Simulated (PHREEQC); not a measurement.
Solution (68 °C): 0.0021 mol CaSO4, 0.0025 mol Na2SO4 and 0.097 mol NaCl per kg of water. Closed to the air; pH follows from the charge balance.

Model: Pitzer model, pitzer.dat, run in PHREEQC.

Each row changes one thing in this solution. No solid was allowed to form.

```csv
case,HSO4- (mol/kgw),SI of Gypsum (CaSO4:2H2O),SI of Halite (NaCl)
as made,1.82e-7,-1.39,-3.87
NaCl from 0.097 to 0.0485 mol/kgw,2.10e-7,-1.22,-4.41
Na2SO4 from 0.0025 to 0.025 mol/kgw,6.38e-7,-0.89,-3.76
temperature from 68 to 70 °C,2.01e-7,-1.39,-3.87
diluted 100-fold with water,5.22e-9,-4.42,-7.66
Na2SO4 left out,?,-1.69,-3.88
Na2SO4 from 0.0025 to 0.00025 mol/kgw,?,?,-3.88
```

**Question.** Fill in the missing entries.

**Answer.** 
- Na2SO4 left out, HSO4- (mol/kgw): 9.20e-8
- Na2SO4 from 0.0025 to 0.00025 mol/kgw, HSO4- (mol/kgw): 1.02e-7
- Na2SO4 from 0.0025 to 0.00025 mol/kgw, SI of Gypsum (CaSO4:2H2O): -1.65

Away from 25 °C the constants follow the database's enthalpies or fits; those with neither stay at their 25 °C values.
